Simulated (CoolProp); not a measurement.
Carbon monoxide at several states: density (kg/m³) from the reference equation and from simpler models built on Tc = 132.9 K, pc = 34.98 bar, ω = 0.050; each cubic takes its own stable root.

Values from CoolProp's reference Helmholtz-energy equation of state, Lemmon 2006. It is a short technical equation, of lower accuracy than the large ones.

```
T (K)  p (bar)   phase  reference  van der Waals  Redlich-Kwong  Soave-Redlich-Kwong  Peng-Robinson
-----  -------  ------  ---------  -------------  -------------  -------------------  -------------
105.4     78.1  liquid        ___            ___            ___                704.7            ___
345.2    0.527     gas     0.5143         0.5144         0.5144               0.5143         0.5143
77.1      55.6  liquid        ___            ___          830.3                825.6          929.4
```

Some entries are withheld; supply them.


- 105.4, reference: 710.0
- 105.4, van der Waals: 509.4
- 105.4, Redlich-Kwong: 703.8
- 105.4, Peng-Robinson: 793.7
- 77.1, reference: 824.0
- 77.1, van der Waals: 570.5
